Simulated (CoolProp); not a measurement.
Vapour pressure (MPa) of methanol: the reference equation beside estimates from Tc = 513.4 K, pc = 8.216 MPa, ω = 0.565. Clausius-Clapeyron is anchored at 327.3 K with a constant enthalpy of vaporisation of 35.90 kJ/mol.

Model: reference Helmholtz-energy equation of state, de Reuck 1993, in CoolProp.

```tsv
T (K)	reference	Lee-Kesler	Clausius-Clapeyron	van der Waals	Redlich-Kwong	Soave-Redlich-Kwong
249.5	0.0007798	0.0004512	0.001087	0.1879	0.01240	0.0004510
268.9	0.003088	0.002142	0.003789	0.3107	0.03455	0.002144
288.4	0.01004	0.007957	0.01122	0.4828	0.08135	0.007967
307.8	0.02755	0.02403	0.02883	0.7107	0.1669	0.02404
327.3	0.06651	0.06203	0.06651	1.004	0.3096	0.06200
346.7	0.1433	0.1397	0.1391	1.368	0.5267	0.1396
366.2	0.2829	0.2836	0.2701	1.812	0.8405	0.2838
385.6	0.5162	0.5248	0.4888	2.337	1.267	0.5268
405.1	0.8863	0.9054	0.8380	2.955	1.831	0.9127
424.5	1.439	1.467	1.364	3.663	2.544	1.486
```

Absolute difference from the reference over all 10 rows, mean and median: Lee-Kesler 12.2 and 4.6 %, Clausius-Clapeyron 10.2 and 5.3 %, van der Waals 4469.1 and 1132.1 %, Redlich-Kwong 488.4 and 316.5 %, Soave-Redlich-Kwong 12.4 and 5.0 %.
